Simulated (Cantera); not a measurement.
Mixture: CH4 : O2 : N2 : H2O = 1 : 1.05 : 4.21 : 0.93 (molar parts), at 760 Torr, adiabatic and at constant volume. Ignition delay is the time to a rise of 400 K.

Model: GRI-Mech 3.0 (53 species, 325 reactions), integrated in Cantera.

Question: Predict: delay at 1300 K; delay at 1400 K; delay at 1500 K; delay at 1600 K; delay at 1700 K; apparent activation energy between 1600 and 1700 K.

Answer: 
| Property | Value |
|---|---|
| delay at 1300 K | 23.5 ms |
| delay at 1400 K | 6.73 ms |
| delay at 1500 K | 2.08 ms |
| delay at 1600 K | 0.717 ms |
| delay at 1700 K | 0.285 ms |
| apparent activation energy between 1600 and 1700 K | 210 kJ/mol |
